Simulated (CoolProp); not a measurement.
The numbers come from the reference Helmholtz-energy equation of state, Lemmon and Jacobsen 2000 in CoolProp.

Task: For R143a, give the phase and the density (kg/m³), cp (kJ/(kg K)), speed of sound (m/s), Joule-Thomson coefficient (K/MPa) at 384.3 K and 142 bar; 422.8 K and 142 bar.

Result: 
- 384.3 K and 142 bar: supercritical; density 729, cp 1.76, speed of sound 303, Joule-Thomson coefficient 0.843
- 422.8 K and 142 bar: supercritical; density 577, cp 1.82, speed of sound 242, Joule-Thomson coefficient 1.67
